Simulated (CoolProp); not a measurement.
Tetrahydrofuran along the isotherm 513.5 K: density (kg/m³) from the reference equation and from simpler models built on Tc = 540.2 K, pc = 53.04 bar, ω = 0.234; each cubic takes its own stable root.

Computed with CoolProp (reference Helmholtz-energy equation of state, Fiedler 2023).

```csv
p (bar),phase,reference,van der Waals,Redlich-Kwong,Peng-Robinson
11.1,gas,…,20.27,20.55,20.78
22.1,gas,46.60,44.55,46.02,47.24
33.2,gas,86.31,77.34,82.56,…
44.2,liquid,563.5,336.1,444.7,523.2
55.3,liquid,578.2,366.7,472.7,548.2
66.3,liquid,589.6,…,492.6,…
77.4,liquid,599.2,397.4,508.6,583.1
88.4,liquid,607.5,…,522.0,596.6
99.5,liquid,614.9,416.7,533.8,608.6
111,liquid,621.7,424.6,544.5,619.7
122,liquid,627.7,431.3,553.8,629.2
133,liquid,633.2,437.3,562.3,…
```

### Question
Fill in the missing entries.

### Answer

- 11.1, reference: 20.61
- 33.2, Peng-Robinson: 87.00
- 66.3, van der Waals: 384.3
- 66.3, Peng-Robinson: 567.3
- 88.4, van der Waals: 407.8
- 133, Peng-Robinson: 638.0
